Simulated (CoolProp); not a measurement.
Vapour-liquid equilibrium of R1234yf (1) + R1234ze(E) (2) at 182.2 K; x and y are mole fractions of (1).

Computed with CoolProp (multi-fluid Helmholtz-energy mixture model, Lemmon 2022 and Thol 2016; pair parameters Bell 2022).

```tsv
x	bubble pressure, mixture model (kPa)	bubble pressure, Raoult's law (kPa)	y, mixture model	y, Raoult's law
0.05	[?]	0.9943	0.122	0.112
0.125	1.115	1.091	[?]	0.255
0.2	1.219	1.188	0.385	0.374
0.275	1.318	1.286	0.482	0.476
0.35	1.414	1.383	0.565	0.563
0.425	[?]	1.480	0.637	0.639
0.5	1.602	1.577	0.701	0.705
0.575	[?]	1.674	[?]	0.764
0.65	1.787	1.771	0.810	0.816
0.725	1.880	1.868	[?]	0.863
0.8	1.974	1.965	0.901	0.905
0.875	2.067	2.062	0.941	0.944
0.95	2.161	2.159	0.977	0.978
```

Q: Fill in the missing entries.

A: 
- 0.05, bubble pressure, mixture model (kPa): 1.006
- 0.125, y, mixture model: 0.268
- 0.425, bubble pressure, mixture model (kPa): 1.509
- 0.575, bubble pressure, mixture model (kPa): 1.695
- 0.575, y, mixture model: 0.758
- 0.725, y, mixture model: 0.858

The largest gap from Raoult's law is +2.6 % in bubble pressure, at x = 0.2. No azeotrope shows between x = 0.05 and 0.95.

Pair parameters are fitted to limited data, so mixtures are less certain than the pure fluids.
